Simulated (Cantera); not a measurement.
What does this Cantera script print?

```python
import numpy as np
import cantera as ct

gas_names = """
    C CO CO2 C2 C2O C3 C3O2 C4 C5 O O2 O3 Pb PbO Pb2
""".split()
cond_names = """
    C(gr) Pb(cr) Pb(L) PbO(rd) PbO(yw) PbO(L) PbO2(s) Pb3O4(s)
""".split()


# ... load() reads the species with a 1 bar reference pressure and builds the phases ...
atoms = {
    'Pb': {'Pb': 1},
    'CO2': {'C': 1, 'O': 2},
    'CO': {'C': 1, 'O': 1},
}
top_T = {'C(gr)': 4500, 'Pb3O4(s)': 820}  # K; cautious upper limits of use, not melting points


# ... equilibrate(T, P, feed) seeds the gas with the atoms and calls Mixture.equilibrate('TP', solver="vcs", rtol=1e-11, max_steps=5000) ...
results = []
feed = {'Pb': 1, 'CO2': 0.56, 'CO': 0.67}  # mol
T = 1650  # K
P = 81000  # Pa
mix = equilibrate(T, P, feed)
results.append((T, P, feed, dict(zip(mix.species_names, mix.species_moles))))
x = sorted(zip(gas.X, gas.species_names), reverse=True)
print(f"T = {T:g} K  P = {P:g} Pa  gas = {mix.phase_moles(0):.4g} mol")
print("   x: " + "  ".join(f"{s} {v:.3e}" for v, s in x if v > 0.0001))
print("   condensed (mol): " + ("  ".join(f"{mix.phase(i).name} {mix.phase_moles(i):.4g}"
      for i in range(1, mix.n_phases) if mix.phase_moles(i) > 1e-12) or "none"))
```

It prints:

```
T = 1650 K  P = 81000 Pa  gas = 1.387 mol
   x: CO 4.834e-01  CO2 4.035e-01  Pb 1.126e-01  PbO 2.845e-04  Pb2 1.118e-04
   condensed (mol): Pb(L) 0.8431
```

Equilibrium computed with Cantera from the NASA thermochemical tables; the gas is ideal and each condensed phase is pure. Gases not in the tables: (PbO)n polymers.
